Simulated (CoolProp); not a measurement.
Saturation properties of dimethyl carbonate.

Model: reference Helmholtz-energy equation of state, Zhou 2011, in CoolProp.

```csv
T (°C),p (MPa),vapour density (kg/m³),enthalpy of vaporisation (kJ/kg),liquid cp (kJ/(kg K))
124.45,0.2710,7.851,350.6,2.052
133.75,0.3422,9.801,343.3,2.081
143.05,0.4270,12.11,335.7,2.110
152.45,0.5282,14.88,327.8,2.142
161.75,0.6453,18.09,319.6,2.175
171.05,0.7813,21.84,310.9,2.210
180.35,0.9379,26.23,301.8,2.249
189.65,1.117,31.36,292.2,2.293
199.05,1.324,37.41,281.8,2.344
208.35,1.556,44.45,270.7,2.403
217.65,1.818,52.75,258.6,2.475
```

It boils at 90.1 °C under 1 atm.
